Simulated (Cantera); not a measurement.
What does this Cantera script print?

```python
import numpy as np
import cantera as ct

gas_names = """
    CL CL2 H HCL H2 N NH NH2 NH3 N2 N2H2 N2H4 Si SiCL SiCL2 SiCL3 SiCL4 SiH SiHCL3 SiH2 SiH2CL2 SiH3
    SiH3CL SiH4 SiN Si2 Si2N Si3
""".split()
cond_names = """
    NH4CL(a) NH4CL(b) Si(cr) Si(L) Si3N4(a)
""".split()


# ... load() reads the species with a 1 bar reference pressure and builds the phases ...
atoms = {
    'SiH2Cl2': {'Si': 1, 'H': 2, 'CL': 2},
    'N2': {'N': 2},
}
top_T = {'Si3N4(a)': 2400}  # K; cautious upper limits of use, not melting points


# ... equilibrate(T, P, feed) seeds the gas with the atoms and calls Mixture.equilibrate('TP', solver="vcs", rtol=1e-11, max_steps=5000) ...
results = []
T = 1700  # K
P = 1333.22  # Pa
for m in [3.4, 5.5, 8.7, 14, 22, 35, 56, 89, 140, 230]:
    feed = {'SiH2Cl2': 1, 'N2': m}  # mol
    mix = equilibrate(T, P, feed)
    results.append((T, P, feed, dict(zip(mix.species_names, mix.species_moles))))

top = {s: max(r[3][s] / sum(r[3][g] for g in gas_names) for r in results) for s in gas_names}
cols = sorted((s for s in top if top[s] > 0.0001), key=lambda s: -top[s])[:9]
seen = [c for c in cond_names if any(r[3].get(c, 0) > 1e-12 for r in results)]
print("log10 of partial pressures in bar; condensed amounts in mol")
print(f"{'n(N2)':>10s}" + "".join(f"{s[:9]:>10s}" for s in cols + seen))
for T, P, feed, n in results:
    ng = sum(n[g] for g in gas_names)
    print(f"{feed['N2']:10.4g}" + "".join(f"{np.log10(max(n[s] / ng * P / 1e5, 1e-99)):10.3f}" for s in cols)
          + "".join(f"{n.get(c, 0):10.4g}" for c in seen))
```

It prints:

```
log10 of partial pressures in bar; condensed amounts in mol
     n(N2)        N2        H2     SiCL2       HCL     SiCL3         H        CL     SiCL4      SiCL  Si3N4(a)
       3.4    -2.086    -2.751    -2.772    -2.798    -4.288    -5.207    -5.364    -5.511    -5.862     0.107
       5.5    -2.014    -2.906    -2.925    -2.928    -4.494    -5.285    -5.416    -5.769    -5.962    0.1107
       8.7    -1.967    -3.070    -3.086    -3.075    -4.720    -5.367    -5.481    -6.060    -6.059    0.1131
        14    -1.934    -3.252    -3.265    -3.245    -4.978    -5.458    -5.560    -6.397    -6.159    0.1147
        22    -1.913    -3.434    -3.444    -3.418    -5.240    -5.548    -5.642    -6.741    -6.256    0.1157
        35    -1.899    -3.625    -3.634    -3.604    -5.520    -5.644    -5.733    -7.111    -6.355    0.1163
        56    -1.890    -3.823    -3.830    -3.798    -5.811    -5.743    -5.828    -7.498    -6.456    0.1167
        89    -1.885    -4.021    -4.026    -3.993    -6.103    -5.842    -5.924    -7.886    -6.556    0.1168
       140    -1.881    -4.215    -4.220    -4.186    -6.393    -5.939    -6.019    -8.271    -6.654    0.1168
       230    -1.879    -4.430    -4.434    -4.400    -6.712    -6.047    -6.126    -8.697    -6.762    0.1166
```

These are equilibrium values from Cantera (NASA tables, ideal gas, pure condensed phases), not measurements of a reactor. The tables' values for SiCl3, SiCl are old estimates; treat these amounts as uncertain.
